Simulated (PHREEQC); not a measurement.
Dissolve 0.25 mmol/kgw Cu(BF4)2, 2.3 mmol/kgw H2SO4 and 0.092 mmol/kgw NaCl at 25 °C. Closed to the air; pH follows from the charge balance.

Equilibrium calculation in PHREEQC: ion-association model, phreeqc.dat.

The pH comes out as 2.44 and the ionic strength comes out as 0.00645 mol/kgw. The specific conductance is 1630 µS/cm and the total alkalinity comes out as -6.10 meq/kg.

```tsv
species	molality	activity	log γ
H+	0.00396	0.00367	-0.033
SO4-2	0.00177	0.00127	-0.145
HF	0.00154	0.00154	0.001
HSO4-	0.000492	0.000452	-0.037
H3BO3	0.000458	0.000458	0.001
F-	0.000306	0.000280	-0.037
```

This is a speciation only: nothing precipitates in the calculation. Species that the database lacks are ignored. Real BF4- forms and hydrolyses slowly; the run takes it at equilibrium.
